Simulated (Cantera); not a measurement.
Charge: 1 mol SrCl₂, 8 mol N₂, held at 1.80 Pa.

These are equilibrium values from Cantera (NASA tables, ideal gas, pure condensed phases), not measurements of a reactor. Candidate condensed phases: Sr, SrCl₂; 7 gas species. Equilibrium is a limit: real reactors are often held back by kinetics, nucleation or transport.

log p: log10 of the partial pressure in bar; n: condensed amount in mol.

| T (K) | log p N₂ | log p SrCl₂ | log p Cl | log p SrCl | log p Sr | log p Cl₂ | n SrCl₂(s) | n SrCl₂(l) |
|---|---|---|---|---|---|---|---|---|
| 700 | -4.74 | -16.34 | -16.00 | <-16 | <-16 | <-16 | 1.00 | 0 |
| 775 | -4.74 | -13.85 | <-16 | <-16 | <-16 | <-16 | 1.00 | 0 |
| 850 | -4.74 | -11.81 | <-16 | <-16 | <-16 | <-16 | 1.000 | 0 |
| 925 | -4.74 | -10.12 | -15.68 | -15.68 | <-16 | <-16 | 1.000 | 0 |
| 1000 | -4.74 | -8.69 | -13.96 | -13.96 | <-16 | <-16 | 0.999 | 0 |
| 1075 | -4.75 | -7.50 | -12.51 | -12.51 | ___ | <-16 | 0.986 | 0 |
| 1150 | -4.75 | -6.48 | -11.25 | -11.25 | ___ | <-16 | 0 | 0.851 |
| 1225 | -4.80 | -5.70 | -10.20 | -10.20 | ___ | -15.97 | 0 | 0 |
| 1300 | -4.80 | -5.70 | -9.62 | -9.62 | ___ | -15.42 | 0 | 0 |
| 1375 | -4.80 | -5.70 | -9.10 | -9.10 | ___ | -14.93 | 0 | 0 |
| 1450 | -4.80 | -5.70 | -8.63 | -8.64 | ___ | -14.49 | 0 | 0 |
| 1525 | -4.80 | -5.70 | -8.20 | -8.23 | ___ | -14.08 | 0 | 0 |
| 1600 | -4.80 | -5.70 | -7.81 | -7.86 | ___ | -13.71 | 0 | 0 |

Some entries are withheld; supply them.


- 1075, log p Sr: -15.65
- 1150, log p Sr: -14.34
- 1225, log p Sr: -13.19
- 1300, log p Sr: -12.17
- 1375, log p Sr: -11.26
- 1450, log p Sr: -10.45
- 1525, log p Sr: -9.73
- 1600, log p Sr: -9.08
